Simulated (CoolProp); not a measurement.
A single-stage vapour-compression cycle with isobutane: evaporating at 261.15 K (dew point), condensing at 308.15 K (bubble point), superheat 2 K, subcooling 8 K, compressor efficiency 0.8, no pressure losses. Each further row changes one setting.

Model: reference Helmholtz-energy equation of state, Bücker 2006, in CoolProp.

| case | cooling COP | pressure ratio | discharge temperature (K) | refrigerating effect (kJ/kg) | volumetric capacity (kJ/m³) |
|---|---|---|---|---|---|
| as stated | 3.84 | 4.63 | 314.7 | 277 | 770 |
| evaporating temperature 266.15 K | ? | 3.82 | ? | 284 | ? |
| condensing temperature 303.15 K | 4.42 | 4.03 | 309.8 | 290 | 804 |
| subcooling 13 K | 4.01 | 4.63 | 314.7 | 290 | 804 |
| superheat 12 K | ? | 4.63 | 324.7 | ? | ? |
| compressor efficiency 0.7 | 3.36 | 4.63 | 320.2 | 277 | 770 |

**Question.** What belongs in the gaps?

**Answer.** 
- evaporating temperature 266.15 K, cooling COP: 4.48
- evaporating temperature 266.15 K, discharge temperature (K): 313.6
- evaporating temperature 266.15 K, volumetric capacity (kJ/m³): 944
- superheat 12 K, cooling COP: 3.89
- superheat 12 K, refrigerating effect (kJ/kg): 293
- superheat 12 K, volumetric capacity (kJ/m³): 780
